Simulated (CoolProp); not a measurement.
The fluid at 552.92 K and 2.47 MPa (stagnation) flows isentropically through a choked orifice. The same conditions are run with several fluids, on thermodynamics alone (safety and materials aside).

Model: reference Helmholtz-energy equation of state of each fluid (n-hexane: Thol 2019; ethane: Bücker 2006; carbon dioxide: Span 1996; propane: Lemmon 2009; methane: Setzmann 1991), in CoolProp.

```
fluid           throat to inlet pressure ratio  mass flux (kg/(m² s))  throat temperature (K)
--------------  ------------------------------  ---------------------  ----------------------
n-hexane                                 0.630                   7040                   538.9
ethane                                   0.582                   4020                   522.2
carbon dioxide                           0.558                   5030                   495.6
propane                                  0.594                   4850                   531.3
methane                                  0.559                   3010                   499.4
```
